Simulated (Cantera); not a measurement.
## Counterflow diffusion flame

A counterflow diffusion flame at 1.00 bar, nozzles 20 mm apart: fuel side CH₄ : N₂ = 1 : 0.48 (molar parts) at 600 K, oxidiser side O₂ : N₂ = 0.21 : 0.79 (molar parts) at 348 K, fuel mass flux 0.71 times the oxidiser's; mixture-averaged transport, no radiation.

Computed with Cantera and GRI-Mech 3.0 (53 species, 325 reactions). GRI-Mech 3.0 has no aromatics or soot, which form on the fuel side of real flames. The maximum strain rate includes the flame's own expansion and is several times the mean.

```csv
oxidiser flux (kg/m²/s),max strain (1/s),mean strain (1/s),T max (K),peak x OH,peak x H,peak x NO,peak x CO,peak x C₂H₂
0.25,149,34.8,2036,0.00637,0.00328,0.000215,0.0449,0.00961
0.36,205,50.0,2020,0.00632,0.00344,0.000194,0.0445,0.00878
0.53,290,73.7,2002,0.00623,0.00359,0.000168,0.0442,0.00799
0.77,409,107,1985,0.00612,0.00372,0.000142,0.0443,0.00731
1.1,569,153,1963,0.00590,0.00379,0.000113,0.0444,0.00650
1.6,809,222,1934,0.00551,0.00375,8.03e-5,0.0448,0.00548
2.3,1140,320,1893,0.00489,0.00352,4.85e-5,0.0454,0.00421
```
x: mole fraction; the columns are a selection and need not sum to one.
